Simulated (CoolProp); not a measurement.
A single-stage vapour-compression cycle with ethylene: evaporating at 211.15 K (dew point), condensing at 256.15 K (bubble point), superheat 10 K, subcooling 8 K, compressor efficiency 0.7, no pressure losses. Each further row changes one setting.

Computed with CoolProp (reference Helmholtz-energy equation of state, Smukala 2000).

| case | cooling COP | pressure ratio | discharge temperature (K) | refrigerating effect (kJ/kg) | volumetric capacity (kJ/m³) |
|---|---|---|---|---|---|
| as stated | 2.48 | 3.89 | 323.4 | 321 | 3860 |
| evaporating temperature 216.15 K | ? | ? | 315.3 | ? | 4630 |
| condensing temperature 251.15 K | 2.90 | ? | ? | 337 | ? |
| subcooling 13 K | 2.60 | 3.89 | 323.4 | 337 | ? |
| superheat 20 K | 2.45 | 3.89 | 335.8 | 337 | 3800 |
| compressor efficiency 0.6 | 2.12 | 3.89 | 334.8 | 321 | 3860 |

Q: Some entries are withheld; supply them.

A: 
- evaporating temperature 216.15 K, cooling COP: 2.92
- evaporating temperature 216.15 K, pressure ratio: 3.25
- evaporating temperature 216.15 K, refrigerating effect (kJ/kg): 324
- condensing temperature 251.15 K, pressure ratio: 3.42
- condensing temperature 251.15 K, discharge temperature (K): 313.2
- condensing temperature 251.15 K, volumetric capacity (kJ/m³): 4040
- subcooling 13 K, volumetric capacity (kJ/m³): 4050
